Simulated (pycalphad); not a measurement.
**Effect of V content in Ti-V-Si**

Computed with pycalphad from the COST 507 light-alloy database (1999), at 1 atm. These are 1990s assessments: newer ones move some temperatures and phases. The system is extrapolated from its subsystems; higher-order compounds may be missing. Amounts are mole fractions of atoms.

| alloy | liquidus (K) | first solid | solidus (K) | phases at 975 K |
|---|---|---|---|---|
| Ti-2.071V-1.343Si (wt.%) | 1894 | bcc | 1720 | hcp 0.85, bcc 0.08, SITI3 0.07 |
| Ti-3.11V-1.342Si (wt.%) | 1891 | bcc | 1724 | hcp 0.77, bcc 0.17, SITI3 0.07 |
| Ti-6.197V-1.339Si (wt.%) | 1882 | bcc | 1734 | hcp 0.52, bcc 0.43, SITI3 0.05 |
| Ti-8.252V-1.338Si (wt.%) | 1876 | bcc | 1739 | bcc 0.61, hcp 0.35, SITI3 0.04 |

Database names, with the compositions (at.%) that they take in these runs: SITI3: Ti 75 Si 25.
